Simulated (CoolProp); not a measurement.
Vapour-liquid equilibrium of nitrogen (1) + oxygen (2) at 0.0525 MPa; x and y are mole fractions of (1).

Values from CoolProp's multi-fluid Helmholtz-energy mixture model, Span 2000 and Schmidt 1985; pair parameters Gernert 2013.

```json
[
 {"x": "0.05", "bubble temperature, mixture model (K)": "82.8", "bubble temperature, Raoult's law (K)": "83.1", "y, mixture model": "0.206", "y, Raoult's law": "0.181"},
 {"x": "0.125", "bubble temperature, mixture model (K)": "81.1", "bubble temperature, Raoult's law (K)": "81.5", "y, mixture model": "0.414", "y, Raoult's law": "0.384"},
 {"x": "0.2", "bubble temperature, mixture model (K)": "79.6", "bubble temperature, Raoult's law (K)": "80.2", "y, mixture model": "0.553", "y, Raoult's law": "0.531"},
 {"x": "0.275", "bubble temperature, mixture model (K)": "78.5", "bubble temperature, Raoult's law (K)": "79.0", "y, mixture model": "0.651", "y, Raoult's law": "0.639"},
 {"x": "0.35", "bubble temperature, mixture model (K)": "77.5", "bubble temperature, Raoult's law (K)": "77.9", "y, mixture model": "0.724", "y, Raoult's law": "0.721"},
 {"x": "0.425", "bubble temperature, mixture model (K)": "76.6", "bubble temperature, Raoult's law (K)": "77.0", "y, mixture model": "0.781", "y, Raoult's law": "0.785"},
 {"x": "0.5", "bubble temperature, mixture model (K)": "75.9", "bubble temperature, Raoult's law (K)": "76.1", "y, mixture model": "0.827", "y, Raoult's law": "0.835"},
 {"x": "0.575", "bubble temperature, mixture model (K)": "75.2", "bubble temperature, Raoult's law (K)": "75.4", "y, mixture model": "0.865", "y, Raoult's law": "0.875"},
 {"x": "0.65", "bubble temperature, mixture model (K)": "74.6", "bubble temperature, Raoult's law (K)": "74.7", "y, mixture model": "0.898", "y, Raoult's law": "0.907"},
 {"x": "0.725", "bubble temperature, mixture model (K)": "74.0", "bubble temperature, Raoult's law (K)": "74.1", "y, mixture model": "0.925", "y, Raoult's law": "0.934"},
 {"x": "0.8", "bubble temperature, mixture model (K)": "73.5", "bubble temperature, Raoult's law (K)": "73.5", "y, mixture model": "0.949", "y, Raoult's law": "0.956"},
 {"x": "0.875", "bubble temperature, mixture model (K)": "73.0", "bubble temperature, Raoult's law (K)": "73.0", "y, mixture model": "0.970", "y, Raoult's law": "0.975"},
 {"x": "0.95", "bubble temperature, mixture model (K)": "72.5", "bubble temperature, Raoult's law (K)": "72.5", "y, mixture model": "0.989", "y, Raoult's law": "0.991"}
]
```

The largest gap from Raoult's law is -0.6 K in bubble temperature, at x = 0.2. No azeotrope shows between x = 0.05 and 0.95.

Pair parameters are fitted to limited data, so mixtures are less certain than the pure fluids.
